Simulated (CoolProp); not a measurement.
n-pentane along the isotherm 202.45 °C: Z from the reference equation and from simpler models built on Tc = 196.5 °C, pc = 3368 kPa, ω = 0.251; each cubic takes its own stable root.

Values from CoolProp's reference Helmholtz-energy equation of state, Thol 2019.

```json
[
 {"p (kPa)": "53.2", "phase": "gas", "reference": "0.9948"},
 {"p (kPa)": "94.7", "phase": "gas", "reference": "0.9907"},
 {"p (kPa)": "168", "phase": "gas", "reference": "0.9834"},
 {"p (kPa)": "299", "phase": "gas", "reference": "0.9703"},
 {"p (kPa)": "532", "phase": "gas", "reference": "0.9462"},
 {"p (kPa)": "947", "phase": "gas", "reference": "0.9012"},
 {"p (kPa)": "1680", "phase": "gas", "reference": "0.8125"},
 {"p (kPa)": "2990", "phase": "gas", "reference": "0.5935"},
 {"p (kPa)": "5320", "phase": "supercritical", "reference": "0.2575"},
 {"p (kPa)": "9470", "phase": "supercritical", "reference": "0.4015"},
 {"p (kPa)": "16800", "phase": "supercritical", "reference": "0.6501"}
]
```

Q: How far does each simpler model (van der Waals, Redlich-Kwong, Peng-Robinson) lie from the reference over these 11 states: mean and median of the absolute difference, and the worst?

A: 
- van der Waals: mean 12.0 %, median 1.3 %, worst +41.9 % at 202.45 °C and 5320 kPa
- Redlich-Kwong: mean 3.8 %, median 0.0 %, worst +19.1 % at 202.45 °C and 5320 kPa
- Peng-Robinson: mean 1.8 %, median 1.0 %, worst +8.9 % at 202.45 °C and 5320 kPa
